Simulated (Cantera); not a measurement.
A closed system holds: 1 mol Si2Cl6, 0.19 mol NH3, 49 mol N2, held at 1.40 mbar.

Equilibrium computed with Cantera from the NASA thermochemical tables; the gas is ideal and each condensed phase is pure. Candidate condensed phases: NH4Cl, Si, Si3N4; 28 gas species. The feed counts by its element totals alone. The tables' values for SiCl3 are old estimates; treat these amounts as uncertain. Kinetics and transport are ignored. All values below are at 1398 K.

Base state: N2 0.950, SiCl2 0.0213, HCl 0.0110, SiCl4 0.0102, SiCl3 0.00714, Cl 0.000185, H2 3.82e-5 (mole fractions); condensed: gas only.

Q: What changes in the equilibrium state with this change: pressure from 1.40 mbar to 42.0 mbar?

A: 
```json
[
 {"species": "N2", "before": "0.950", "after": "0.958"},
 {"species": "SiCl4", "before": "0.0102", "after": "0.0199"},
 {"species": "HCl", "before": "0.0110", "after": "0.0109"},
 {"species": "SiCl2", "before": "0.0213", "after": "0.00582"},
 {"species": "Cl", "before": "0.000185", "after": "1.64e-5"},
 {"species": "SiHCl3", "before": "2.50e-6", "after": "2.03e-5"},
 {"species": "H2", "before": "3.82e-5", "after": "0.000158"},
 {"species": "SiCl3", "before": "0.00714", "after": "0.00521"},
 {"species": "Si3N4(s), mol", "before": "0", "after": "0.141"}
]
```
